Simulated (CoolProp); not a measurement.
1-butene along the isobar 971 kPa: density (kg/m³) from the reference equation and from simpler models built on Tc = 419.3 K, pc = 4006 kPa, ω = 0.192; each cubic takes its own stable root.

The numbers come from the reference Helmholtz-energy equation of state, Lemmon 2005 in CoolProp. It is a short technical equation, of lower accuracy than the large ones.

```json
[
 {"T (K)": "123.5", "phase": "liquid", "reference": "779.3"},
 {"T (K)": "127.5", "phase": "liquid", "reference": "775.0"},
 {"T (K)": "131.6", "phase": "liquid", "reference": "770.6"},
 {"T (K)": "135.6", "phase": "liquid", "reference": "766.3"},
 {"T (K)": "139.7", "phase": "liquid", "reference": "762.0"},
 {"T (K)": "143.7", "phase": "liquid", "reference": "757.7"},
 {"T (K)": "147.8", "phase": "liquid", "reference": "753.4"},
 {"T (K)": "151.8", "phase": "liquid", "reference": "749.2"},
 {"T (K)": "155.8", "phase": "liquid", "reference": "745.0"},
 {"T (K)": "159.9", "phase": "liquid", "reference": "740.7"},
 {"T (K)": "163.9", "phase": "liquid", "reference": "736.5"},
 {"T (K)": "168", "phase": "liquid", "reference": "732.2"},
 {"T (K)": "172", "phase": "liquid", "reference": "728.1"},
 {"T (K)": "176", "phase": "liquid", "reference": "723.9"},
 {"T (K)": "180.1", "phase": "liquid", "reference": "719.6"},
 {"T (K)": "184.1", "phase": "liquid", "reference": "715.5"}
]
```

Task: How far does each simpler model (van der Waals, Redlich-Kwong, Soave-Redlich-Kwong, Peng-Robinson) lie from the reference over these 16 states: mean and median of the absolute difference, and the worst?

Result: 
- van der Waals: mean 39.4 %, median 39.4 %, worst -40.1 % at 123.5 K and 971 kPa
- Redlich-Kwong: mean 9.9 %, median 9.8 %, worst -10.9 % at 123.5 K and 971 kPa
- Soave-Redlich-Kwong: mean 9.5 %, median 9.5 %, worst -10.9 % at 123.5 K and 971 kPa
- Peng-Robinson: mean 1.5 %, median 1.5 %, worst +2.9 % at 184.1 K and 971 kPa
